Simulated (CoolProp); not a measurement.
Vapour-liquid equilibrium of propane (1) + R152A (2) at 0.21 MPa; x and y are mole fractions of (1).

The numbers come from the multi-fluid Helmholtz-energy mixture model, Lemmon 2009 and Outcalt 1996; pair parameters Bell 2016 in CoolProp.

| x | bubble temperature (°C) | y at the bubble point | dew temperature at overall composition x (°C) | liquid density (mol/L) |
|---|---|---|---|---|
| 0.05 | -12.2 | 0.234 | -7.4 | 14.72 |
| 0.15 | -19.6 | … | -10.0 | 14.56 |
| 0.25 | -23.3 | … | -12.7 | 14.31 |
| 0.35 | -25.1 | … | -15.6 | 14.03 |
| 0.45 | -26.1 | 0.666 | -18.8 | … |
| 0.55 | -26.6 | 0.690 | -22.3 | 13.51 |
| 0.65 | -27.0 | 0.715 | -25.7 | 13.29 |
| 0.75 | -27.1 | 0.748 | -27.1 | 13.10 |
| 0.85 | -26.8 | 0.802 | -26.3 | 12.94 |
| 0.95 | -25.6 | 0.907 | -24.9 | 12.78 |

Q: Fill in the missing entries.

A: 
- 0.15, y at the bubble point: 0.473
- 0.25, y at the bubble point: 0.579
- 0.35, y at the bubble point: 0.633
- 0.45, liquid density (mol/L): 13.76

y crosses x between x = 0.65 and 0.75: the model has an azeotrope there.

The pair parameters rest on a limited set of measurements; away from them the model extrapolates.
